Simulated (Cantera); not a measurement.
Gas mixture: C2H6 : NH3 : CH3OH = 0.16 : 0.66 : 0.11 (molar parts), at 0.00410 bar, frozen composition.

Cantera's kinetic-theory transport with the Lennard-Jones parameters of GRI-Mech 3.0, ideal gas; thermal conductivity in the mixture-averaged form. Polar gases are described roughly by these parameters. The composition is frozen, though it would react at the higher temperatures.

D: mixture-averaged diffusion coefficient of that species in the mixture.

```
T (K)  ρ (kg/m³)  cp (J/kg/K)  μ (µPa s)  λ (mW/m/K)     Pr  D (cm²/s) NO  D (cm²/s) H  D (cm²/s) NH3
-----  ---------  -----------  ---------  ----------  -----  ------------  -----------  -------------
400      0.00260         2124       13.5        40.4  0.711           [?]          457           64.1
600      0.00173         2637       20.0        72.9  0.725           [?]          966            141
800      0.00130         3059       26.1         109  0.730           [?]         1610            242
1000     0.00104         3412       31.6         147  0.735           [?]         2380            364
1200    0.000865         3694       36.7         184  0.736           [?]         3250            503
1400    0.000741         3925       41.4         221  0.736           [?]         4230            660
1600    0.000649         4113       45.8         256  0.736           [?]         5300            832
```

Task: What belongs in the gaps?

Result: 
- 400, D (cm²/s) NO: 81.4
- 600, D (cm²/s) NO: 170
- 800, D (cm²/s) NO: 281
- 1000, D (cm²/s) NO: 413
- 1200, D (cm²/s) NO: 564
- 1400, D (cm²/s) NO: 732
- 1600, D (cm²/s) NO: 916
